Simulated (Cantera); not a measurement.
An adiabatic, constant-volume homogeneous reactor starts with CH4 : C2H6 : C3H8 : O2 : N2 = 1 : 0.036 : 0.66 : 4.52 : 45.2 (molar parts), equivalence ratio 1.2, at 998 K and 398 Torr. Integrator tolerance rtol = 1e-08.

Cantera simulation using GRI-Mech 3.0 (53 species, 325 reactions); the numbers are that mechanism's predictions, not measurements. GRI-Mech 3.0 was tuned for natural gas; its chemistry of propane as a main component is partial and can be far from experiment. Below about 1000 K GRI-Mech 3.0 lacks low-temperature oxidation paths.

Q: What does this change do: pressure from 398 Torr to 13500 Torr?

A: 
```json
[
 {"quantity": "time of steepest temperature rise", "before": "1.77 s", "after": "55.8 ms"},
 {"quantity": "temperature at 8.00 s", "before": "2138 K", "after": "2145 K"},
 {"quantity": "equilibrium temperature", "before": "2138 K", "after": "2145 K"},
 {"quantity": "x(CH4) at 8.00 s", "before": "<1e-12 (gas-phase equilibrium <1e-12)", "after": "1.07e-11 (gas-phase equilibrium 1.16e-11)"},
 {"quantity": "x(C2H6) at 8.00 s", "before": "<1e-12 (gas-phase equilibrium <1e-12)", "after": "<1e-12 (gas-phase equilibrium <1e-12)"},
 {"quantity": "x(C3H8) at 8.00 s", "before": "<1e-12 (gas-phase equilibrium <1e-12)", "after": "<1e-12 (gas-phase equilibrium <1e-12)"},
 {"quantity": "x(CO2) at 8.00 s", "before": "0.0340 (gas-phase equilibrium 0.0340)", "after": "0.0341 (gas-phase equilibrium 0.0341)"},
 {"quantity": "x(NO) at 8.00 s", "before": "0.000129 (gas-phase equilibrium 0.000129)", "after": "2.38e-5 (gas-phase equilibrium 2.38e-5)"},
 {"quantity": "x(CH2CO) at 8.00 s", "before": "<1e-12 (gas-phase equilibrium <1e-12)", "after": "<1e-12 (gas-phase equilibrium <1e-12)"}
]
```
The pressure lies above the range GRI-Mech 3.0 was tuned for (to about 10 atm).

Q: What does this change do: C2H6 0.036 to 0.081 parts?

A: 
| quantity | before | after |
|---|---|---|
| time of steepest temperature rise | 1.77 s | 1.28 s |
| temperature at 8.00 s | 2138 K | 2125 K |
| equilibrium temperature | 2138 K | 2125 K |
| x(CH4) at 8.00 s | <1e-12 (gas-phase equilibrium <1e-12) | <1e-12 (gas-phase equilibrium <1e-12) |
| x(C2H6) at 8.00 s | <1e-12 (gas-phase equilibrium <1e-12) | <1e-12 (gas-phase equilibrium <1e-12) |
| x(C3H8) at 8.00 s | <1e-12 (gas-phase equilibrium <1e-12) | <1e-12 (gas-phase equilibrium <1e-12) |
| x(CO2) at 8.00 s | 0.0340 (gas-phase equilibrium 0.0340) | 0.0321 (gas-phase equilibrium 0.0321) |
| x(NO) at 8.00 s | 0.000129 (gas-phase equilibrium 0.000129) | 9.38e-5 (gas-phase equilibrium 9.38e-5) |
| x(CH2CO) at 8.00 s | <1e-12 (gas-phase equilibrium <1e-12) | <1e-12 (gas-phase equilibrium <1e-12) |
